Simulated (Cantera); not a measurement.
## Low-pressure radical oxidation in H2/O2

An isothermal, constant-pressure homogeneous reactor starts with H2 : O2 = 0.048 : 1 (molar parts), at 975 K and 24.0 Torr.

Cantera simulation using GRI-Mech 3.0 (53 species, 325 reactions); the numbers are that mechanism's predictions, not measurements. Radical loss at walls, strong at low pressure, is not modelled. The temperature is held fixed by assumption; the heat of reaction is taken as removed at once.

```json
[
 {"t (s)": "0.000300", "x H2": "0.0458", "x O2": "0.954", "x HO2": "1.64e-10", "x O": "2.32e-10", "x H2O": "2.64e-10", "x H": "1.70e-10", "x H2O2": "<1e-12"},
 {"t (s)": "0.000798", "x H2": "0.0458", "x O2": "0.954", "x HO2": "7.58e-10", "x O": "5.51e-9", "x H2O": "8.83e-9", "x H": "3.37e-9", "x H2O2": "<1e-12"},
 {"t (s)": "0.00212", "x H2": "0.0458", "x O2": "0.954", "x HO2": "7.80e-7", "x O": "1.22e-5", "x H2O": "2.05e-5", "x H": "7.42e-6", "x H2O2": "1.42e-10"},
 {"t (s)": "0.00564", "x H2": "0.00212", "x O2": "0.943", "x HO2": "1.76e-5", "x O": "0.00810", "x H2O": "0.0416", "x H": "0.00399", "x H2O2": "5.11e-7"},
 {"t (s)": "0.0150", "x H2": "0.000177", "x O2": "0.952", "x HO2": "7.36e-6", "x O": "0.00122", "x H2O": "0.0464", "x H": "0.000120", "x H2O2": "2.31e-7"},
 {"t (s)": "0.0399", "x H2": "2.64e-5", "x O2": "0.953", "x HO2": "2.46e-6", "x O": "0.000177", "x H2O": "0.0468", "x H": "5.89e-6", "x H2O2": "1.45e-7"},
 {"t (s)": "0.106", "x H2": "4.23e-6", "x O2": "0.953", "x HO2": "6.77e-7", "x O": "2.76e-5", "x H2O": "0.0468", "x H": "3.67e-7", "x H2O2": "8.07e-8"},
 {"t (s)": "0.282", "x H2": "6.21e-7", "x O2": "0.953", "x HO2": "1.67e-7", "x O": "5.09e-6", "x H2O": "0.0469", "x H": "2.96e-8", "x H2O2": "3.74e-8"},
 {"t (s)": "0.751", "x H2": "8.20e-8", "x O2": "0.953", "x HO2": "4.33e-8", "x O": "1.16e-6", "x H2O": "0.0469", "x H": "3.21e-9", "x H2O2": "1.55e-8"},
 {"t (s)": "2.00", "x H2": "1.30e-8", "x O2": "0.953", "x HO2": "1.26e-8", "x O": "3.15e-7", "x H2O": "0.0469", "x H": "4.53e-10", "x H2O2": "6.22e-9"},
 {"t (s)": "5.31", "x H2": "3.15e-9", "x O2": "0.953", "x HO2": "4.04e-9", "x O": "9.69e-8", "x H2O": "0.0469", "x H": "7.71e-11", "x H2O2": "2.48e-9"},
 {"t (s)": "14.1", "x H2": "9.50e-10", "x O2": "0.953", "x HO2": "1.42e-9", "x O": "3.22e-8", "x H2O": "0.0469", "x H": "1.48e-11", "x H2O2": "9.81e-10"},
 {"t (s)": "37.6", "x H2": "3.14e-10", "x O2": "0.953", "x HO2": "5.85e-10", "x O": "1.12e-8", "x H2O": "0.0469", "x H": "3.03e-12", "x H2O2": "3.84e-10"},
 {"t (s)": "100", "x H2": "1.10e-10", "x O2": "0.953", "x HO2": "3.47e-10", "x O": "4.04e-9", "x H2O": "0.0469", "x H": "<1e-12", "x H2O2": "1.49e-10"}
]
```
x: mole fraction; the columns are a selection and need not sum to one.

Equilibrium at this temperature and pressure: H2 1.10e-11, O2 0.953, HO2 5.56e-10, O 3.96e-10, H2O 0.0469, H <1e-12, H2O2 1.66e-11 (gas phase only).
